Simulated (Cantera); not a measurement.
A closed system holds: 1 mol SiO2, 6 mol H2, 1.7 mol N2, at 1625 K.

Cantera equilibrium calculation (NASA polynomials, part measured and part estimated; ideal gas, pure solids and liquids). Candidate condensed phases: H2O, Si, SiO2, Si2N2O, Si3N4; 35 gas species. Mutual solubility and eutectic melting of coexisting phases are not modelled. The tables hold silica as quartz up to 1696 K and as liquid above; real silica turns to tridymite and cristobalite and melts near 1996 K. Rates play no part.

x: gas mole fraction; n: condensed amount in mol.

```
P (Pa)    x H2   x N2    x SiO     x H2O      x H  n SiO2(β-quartz)  n Si2N2O(s)
-------  -----  -----  -------  --------  -------  ----------------  -----------
10       0.740  0.216   0.0188    0.0188  0.00607             0.852            0
100      0.767  0.219  0.00606   0.00606  0.00195             0.953            0
1000     0.775  0.220        …         …        …             0.985            0
10000    0.778  0.221        …         …        …             0.995            0
100000   0.779  0.221  8.05e-5  0.000462  6.23e-5             0.997     0.000980
1000000  0.778  0.220  3.74e-6  0.000996  1.97e-5             0.995      0.00254
```

### Question
What belongs in the gaps?

### Answer

- 1000, x SiO: 0.00193
- 1000, x H2O: 0.00193
- 1000, x H: 0.000621
- 10000, x SiO: 0.000610
- 10000, x H2O: 0.000610
- 10000, x H: 0.000197
